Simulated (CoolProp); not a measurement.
Vapour-liquid equilibrium of R114 (1) + n-hexane (2) at 334.8 K; x and y are mole fractions of (1).

Computed with CoolProp (multi-fluid Helmholtz-energy mixture model, Platzer 1990 and Thol 2019; pair parameters Bell 2016). This equation is an older, rougher fit; its heat capacities, sound speeds and derivatives of the liquid may be far off and weren't checked against measurements.

```csv
x,"bubble pressure, mixture model (kPa)","bubble pressure, Raoult's law (kPa)","y, mixture model","y, Raoult's law"
0.05,?,106.9,0.352,0.283
0.15,?,159.2,?,0.569
0.25,254.7,211.6,0.735,0.714
0.35,?,263.9,?,0.801
0.45,357.3,316.2,0.844,0.860
0.55,402.0,368.6,0.878,0.901
0.65,444.9,420.9,0.906,0.933
0.75,487.6,473.2,0.932,0.957
0.85,531.7,525.6,0.958,0.977
0.95,578.9,577.9,0.985,0.993
```

### Question
What belongs in the gaps?

### Answer

- 0.05, bubble pressure, mixture model (kPa): 120.8
- 0.15, bubble pressure, mixture model (kPa): 192.6
- 0.15, y, mixture model: 0.622
- 0.35, bubble pressure, mixture model (kPa): 308.9
- 0.35, y, mixture model: 0.800

The largest gap from Raoult's law is +21.0 % in bubble pressure, at x = 0.15. No azeotrope shows between x = 0.05 and 0.95.

Pair parameters are fitted to limited data, so mixtures are less certain than the pure fluids.
